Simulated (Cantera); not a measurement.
Input: 1 mol SiH2Cl2, 0.41 mol NH3, a varied amount of H2, 0.8 mol N2, equilibrated at 1400 °C and 14.0 Pa.

Equilibrium computed with Cantera from the NASA thermochemical tables; the gas is ideal and each condensed phase is pure. Candidate condensed phases: NH4Cl, Si, Si3N4; 28 gas species. The tables' values for SiCl, SiCl3 are old estimates; treat these amounts as uncertain. Kinetics and transport are ignored.

At 5.3 mol H2, list the 5 most abundant gas species with their mole fractions, and the condensed phases.

H2 0.712, N2 0.112, HCl 0.106, SiCl2 0.0571, H 0.00813. Condensed: Si(s).
